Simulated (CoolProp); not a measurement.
The fluid at 298.15 K and 2.26 MPa is throttled through a valve to 0.948 MPa with no heat exchange. The same conditions are run with several fluids, on thermodynamics alone (safety and materials aside).

Values from CoolProp's reference Helmholtz-energy equation of state of each fluid (tetrahydrofuran: Fiedler 2023; isohexane: Lemmon 2006; tetradecamethylhexasiloxane (MD4M): Thol 2019; n-perfluorohexane: Gao 2022; octamethyltrisiloxane (MDM): Thol 2017).

```json
[
 {"fluid": "tetrahydrofuran", "temperature change (K)": "+0.5", "final density (kg/m³)": "882"},
 {"fluid": "isohexane", "temperature change (K)": "+0.5", "final density (kg/m³)": "649"},
 {"fluid": "tetradecamethylhexasiloxane (MD4M)", "temperature change (K)": "+0.6", "final density (kg/m³)": "887"},
 {"fluid": "n-perfluorohexane", "temperature change (K)": "+0.4", "final density (kg/m³)": "1680"},
 {"fluid": "octamethyltrisiloxane (MDM)", "temperature change (K)": "+0.6", "final density (kg/m³)": "816"}
]
```
